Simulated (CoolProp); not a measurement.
Vapour-liquid equilibrium of dimethyl carbonate (1) + n-heptane (2) at 368.3 K; x and y are mole fractions of (1).

Values from CoolProp's multi-fluid Helmholtz-energy mixture model, Zhou 2011 and Span 2003; pair parameters Bell 2016.

```csv
x,bubble pressure (MPa),y at the bubble point,dew pressure at overall composition x (MPa),liquid density (mol/L)
0.05,…,…,0.09589,6.285
0.125,0.1219,0.319,0.1022,6.483
0.2,0.1330,0.411,0.1092,6.697
0.275,0.1404,0.473,0.1170,6.930
0.35,0.1453,0.516,0.1256,7.183
0.425,…,0.550,0.1346,7.459
0.5,0.1501,0.577,0.1435,7.762
0.575,0.1509,0.601,0.1500,8.095
0.65,0.1509,0.626,0.1501,8.461
0.725,0.1499,0.655,0.1449,8.863
0.8,0.1474,0.695,0.1378,9.307
0.875,0.1420,0.757,0.1303,9.798
0.95,0.1311,…,0.1232,10.34
```

Q: Complete the blanks.

A: 
- 0.05, bubble pressure (MPa): 0.1060
- 0.05, y at the bubble point: 0.167
- 0.425, bubble pressure (MPa): 0.1483
- 0.95, y at the bubble point: 0.867

y crosses x between x = 0.575 and 0.65: the model has an azeotrope there.

The pair parameters rest on a limited set of measurements; away from them the model extrapolates.
